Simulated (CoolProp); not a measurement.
Vapour pressure (MPa) of CH3F (R41): the reference equation beside estimates from Tc = 44.1 °C, pc = 5.906 MPa, ω = 0.200.

The numbers come from the reference Helmholtz-energy equation of state, Lemmon 2006 in CoolProp. It is a short technical equation, of lower accuracy than the large ones.

```tsv
T (°C)	reference	Lee-Kesler	van der Waals	Redlich-Kwong
-33.75	0.7202	0.7291	1.718	0.9436
-31.15	0.7885	0.7991	1.809	1.024
-28.55	0.8616	0.8739	1.904	1.110
-25.95	0.9396	0.9538	2.001	1.200
-23.35	1.023	1.039	2.102	1.295
-20.75	1.111	1.129	2.206	1.395
-18.15	1.206	1.225	2.313	1.501
-15.45	1.310	1.331	2.428	1.616
-12.85	1.416	1.440	2.541	1.733
-10.25	1.529	1.554	2.658	1.855
-7.65	1.648	1.675	2.779	1.983
-5.05	1.775	1.803	2.902	2.117
-2.45	1.908	1.938	3.029	2.257
0.15	2.048	2.080	3.160	2.403
2.85	2.203	2.236	3.299	2.561
```

Absolute difference from the reference over all 15 rows, mean and median: Lee-Kesler 1.5 and 1.6 %, van der Waals 88.8 and 85.3 %, Redlich-Kwong 23.5 and 23.4 %.
